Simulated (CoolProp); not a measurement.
Saturation properties of octamethyltrisiloxane (MDM).

Model: reference Helmholtz-energy equation of state, Thol 2017, in CoolProp.

| T (K) | p (bar) | liquid density (kg/m³) | liquid cp (kJ/(kg K)) | vapour Z | surface tension (mN/m) |
|---|---|---|---|---|---|
| 323.3 | 0.02204 | 789.7 | 1.843 | 0.9958 | 14.3 |
| 329.9 | 0.03102 | 782.9 | 1.859 | 0.9945 | 13.8 |
| 336.4 | 0.04271 | 776.2 | 1.875 | 0.9930 | 13.2 |
| 343 | 0.05816 | 769.2 | 1.892 | 0.9911 | 12.7 |
| 349.6 | 0.07800 | 762.3 | 1.909 | 0.9888 | 12.1 |
| 356.1 | 0.1027 | 755.3 | 1.926 | 0.9862 | 11.6 |
| 362.7 | 0.1341 | 748.2 | 1.943 | 0.9831 | 11.0 |
| 369.2 | 0.1723 | 741.1 | 1.960 | 0.9796 | 10.5 |
| 375.8 | 0.2197 | 733.8 | 1.977 | 0.9756 | 10.0 |

It boils at 425.6 K under 1 atm.

Surface tension comes from a separate correlation (Mulero 2014), older than this fluid's equation and unchecked against measurements.
